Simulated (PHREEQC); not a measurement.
Make-up at 25 °C: 0.13 mol ZnSO4, 5.9e-05 mol H3BO3 and 0.055 mol HCl per kg of water. Closed to the air; pH follows from the charge balance.

Equilibrium calculation in PHREEQC: ion-association model, phreeqc.dat.

* **pH**: 1.67
* **ionic strength**: 0.306 mol/kgw
* **density**: 1.018 g/cm³
* **total alkalinity**: -55.0 meq/kg

```csv
species,molality,activity,log γ
Zn+2,0.0751,0.0192,-0.591
Cl-,0.0522,0.0357,-0.165
ZnSO4,0.0404,0.0434,0.031
SO4-2,0.0386,0.00962,-0.603
H+,0.0275,0.0215,-0.107
HSO4-,0.0275,0.0201,-0.135
Zn(SO4)2-2,0.0118,0.00339,-0.539
ZnCl+,0.00269,0.00185,-0.163
ZnCl2,6.44e-5,6.91e-5,0.031
H3BO3,5.90e-5,6.33e-5,0.031
ZnCl3-,4.03e-6,2.77e-6,-0.163
ZnCl4-2,1.93e-7,4.95e-8,-0.591
```

No solid was allowed to form. Species that the database lacks are ignored.
